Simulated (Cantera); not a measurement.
Input: 1 mol BF3, 0.38 mol H2O, 15 mol H2, at 13.3 mbar.

These are equilibrium values from Cantera (NASA tables, ideal gas, pure condensed phases), not measurements of a reactor. Candidate condensed phases: B, B2O3, B3O3H3, H2O; 43 gas species. The tables' values for BF2 are old estimates; treat these amounts as uncertain. Kinetics and transport are ignored. All values below are at 1900 K.

Base state: H2 0.867, HF 0.0678, BOF 0.0219, BF3 0.0190, BF2 0.0108, H 0.00640, BF 0.00522, BHF2 0.00144 (mole fractions); condensed: gas only.

Q: What changes in the equilibrium state with this change: pressure from 13.3 mbar to 3.80 mbar?

A: 
```csv
species,before,after
H2,0.867,0.852
HF,0.0678,0.0774
BOF,0.0219,0.0217
BF3,0.0190,0.0133
H,0.00640,0.0119
BF2,0.0108,0.0123
H2O,1.25e-5,6.59e-6
BF,0.00522,0.00970
BHF2,0.00144,0.000869
```

Q: What changes in the equilibrium state with this change: pressure from 13.3 mbar to 0.133 bar?

A: 
```json
[
 {"species": "H2", "before": "0.867", "after": "0.882"},
 {"species": "HF", "before": "0.0678", "after": "0.0562"},
 {"species": "BF3", "before": "0.0190", "after": "0.0273"},
 {"species": "BF2", "before": "0.0108", "after": "0.00595"},
 {"species": "BOF", "before": "0.0219", "after": "0.0219"},
 {"species": "H2O", "before": "1.25e-5", "after": "6.02e-5"},
 {"species": "BF", "before": "0.00522", "after": "0.00111"},
 {"species": "H", "before": "0.00640", "after": "0.00204"},
 {"species": "BO", "before": "5.02e-5", "after": "1.94e-5"},
 {"species": "BHF2", "before": "0.00144", "after": "0.00253"}
]
```
